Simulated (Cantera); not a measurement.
A perfectly stirred reactor is fed with H2 : O2 : N2 = 0.54 : 1 : 0.91 (molar parts), equivalence ratio 0.27, at 0.200 bar; it is held at 948 K, and followed from long to short residence time.

Model: GRI-Mech 3.0 (53 species, 325 reactions), integrated in Cantera. Below about 950 K walls govern HO2 and H2O2 in real vessels. The temperature is held fixed by assumption; the heat of reaction is taken as removed at once.

What does this change do: H2 0.54 to 0.33 parts?


```json
[
 {"quantity": "x(H2) at τ = 2.00 s", "before": "0.00912", "after": "0.00286"},
 {"quantity": "x(O2) at τ = 2.00 s", "before": "0.338", "after": "0.403"},
 {"quantity": "x(HO2) at τ = 2.00 s", "before": "5.96e-5", "after": "3.08e-5"},
 {"quantity": "x(H) at τ = 2.00 s", "before": "1.55e-6", "after": "1.11e-6"},
 {"quantity": "x(H2O) at τ = 2.00 s", "before": "0.237", "after": "0.156"},
 {"quantity": "x(H2) at τ = 83.0 ms", "before": "0.0169", "after": "0.00849"},
 {"quantity": "x(O2) at τ = 83.0 ms", "before": "0.340", "after": "0.405"},
 {"quantity": "x(HO2) at τ = 83.0 ms", "before": "9.54e-5", "after": "6.39e-5"},
 {"quantity": "x(H) at τ = 83.0 ms", "before": "3.52e-5", "after": "2.60e-5"},
 {"quantity": "x(H2O) at τ = 83.0 ms", "before": "0.229", "after": "0.150"}
]
```

What does this change do: H2 0.54 to 3 parts?


```tsv
quantity	before	after
x(H2) at τ = 2.00 s	0.00912	0.258
x(O2) at τ = 2.00 s	0.338	0.00122
x(HO2) at τ = 2.00 s	5.96e-5	1.21e-6
x(H) at τ = 2.00 s	1.55e-6	0.000440
x(H2O) at τ = 2.00 s	0.237	0.508
x(H2) at τ = 83.0 ms	0.0169	0.265
x(O2) at τ = 83.0 ms	0.340	0.00598
x(HO2) at τ = 83.0 ms	9.54e-5	5.80e-6
x(H) at τ = 83.0 ms	3.52e-5	0.00214
x(H2O) at τ = 83.0 ms	0.229	0.496
```

What does this change do: H2 0.54 to 0.16 parts?


```json
[
 {"quantity": "x(H2) at τ = 2.00 s", "before": "0.00912", "after": "0.000807"},
 {"quantity": "x(O2) at τ = 2.00 s", "before": "0.338", "after": "0.463"},
 {"quantity": "x(HO2) at τ = 2.00 s", "before": "5.96e-5", "after": "1.12e-5"},
 {"quantity": "x(H) at τ = 2.00 s", "before": "1.55e-6", "after": "7.20e-7"},
 {"quantity": "x(H2O) at τ = 2.00 s", "before": "0.237", "after": "0.0795"},
 {"quantity": "x(H2) at τ = 83.0 ms", "before": "0.0169", "after": "0.00385"},
 {"quantity": "x(O2) at τ = 83.0 ms", "before": "0.340", "after": "0.463"},
 {"quantity": "x(HO2) at τ = 83.0 ms", "before": "9.54e-5", "after": "3.50e-5"},
 {"quantity": "x(H) at τ = 83.0 ms", "before": "3.52e-5", "after": "1.69e-5"},
 {"quantity": "x(H2O) at τ = 83.0 ms", "before": "0.229", "after": "0.0763"}
]
```
